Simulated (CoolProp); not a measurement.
Saturation properties of C2F6 (R116).

The numbers come from the reference Helmholtz-energy equation of state, Lemmon 2006 in CoolProp. It is a short technical equation, of lower accuracy than the large ones.

| T (°C) | p (MPa) | liquid density (kg/m³) | enthalpy of vaporisation (kJ/kg) | liquid cp (kJ/(kg K)) | surface tension (mN/m) | liquid viscosity (µPa s) |
|---|---|---|---|---|---|---|
| -65.45 | 0.1907 | 1547 | 111.3 | 0.9758 | 9.34 | 337 |
| -62.35 | 0.2197 | 1533 | 109.8 | 0.9849 | 8.93 | 320 |
| -59.15 | 0.2532 | 1517 | 108.2 | 0.9948 | 8.51 | 303 |
| -55.95 | 0.2903 | 1502 | 106.5 | 1.005 | 8.09 | [?] |
| -52.75 | 0.3315 | [?] | 104.9 | 1.016 | 7.68 | 272 |
| -49.65 | 0.3754 | 1470 | 103.2 | 1.027 | 7.28 | 259 |
| -46.45 | 0.4252 | 1453 | 101.4 | 1.039 | 6.87 | 245 |
| -43.25 | 0.4797 | 1436 | 99.52 | 1.052 | 6.46 | 233 |
| -40.15 | 0.5374 | 1419 | 97.66 | 1.065 | 6.08 | 221 |
| -36.95 | 0.6022 | 1401 | 95.66 | 1.079 | [?] | 210 |
| -33.75 | 0.6726 | 1383 | 93.57 | [?] | 5.29 | 199 |
| -30.65 | 0.7466 | 1364 | 91.47 | [?] | 4.91 | 189 |

### Question
What belongs in the gaps?

### Answer

- -55.95, liquid viscosity (µPa s): 287
- -52.75, liquid density (kg/m³): 1486
- -36.95, surface tension (mN/m): 5.68
- -33.75, liquid cp (kJ/(kg K)): 1.095
- -30.65, liquid cp (kJ/(kg K)): 1.111

It boils at -78.1 °C under 1 atm.

Viscosity comes from a separate model (Huber 2003), an estimate that may be off by 10 % or more. Surface tension comes from a separate correlation (Mulero 2012).
